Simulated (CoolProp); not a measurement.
Vapour-liquid equilibrium of n-heptane (1) + m-xylene (2) at 165.55 °C; x and y are mole fractions of (1).

Values from CoolProp's multi-fluid Helmholtz-energy mixture model, Span 2003 and Zhou 2012; pair parameters Bell 2016.

| x | bubble pressure (kPa) | y at the bubble point | dew pressure at overall composition x (kPa) | liquid density (mol/L) |
|---|---|---|---|---|
| 0.05 | 217.4 | 0.135 | 203.7 | 6.779 |
| 0.125 | 246.9 | 0.287 | 215.8 | 6.661 |
| 0.2 | 274.2 | 0.403 | 229.2 | 6.545 |
| 0.275 | 299.8 | 0.495 | 244.3 | 6.431 |
| 0.35 | 324.1 | 0.572 | 261.1 | 6.319 |
| 0.425 | 347.5 | 0.639 | 280.0 | 6.209 |
| 0.5 | 370.2 | 0.697 | 301.3 | 6.100 |
| 0.575 | 392.4 | 0.751 | 325.1 | 5.994 |
| 0.65 | 414.3 | 0.800 | 351.8 | 5.889 |
| 0.725 | 436.1 | 0.846 | 381.5 | 5.786 |
| 0.8 | 458.0 | 0.890 | 414.3 | 5.684 |
| 0.875 | 479.9 | 0.932 | 450.3 | 5.583 |
| 0.95 | 502.1 | 0.973 | 489.4 | 5.483 |

No azeotrope shows between x = 0.05 and 0.95.

Pair parameters are fitted to limited data, so mixtures are less certain than the pure fluids.
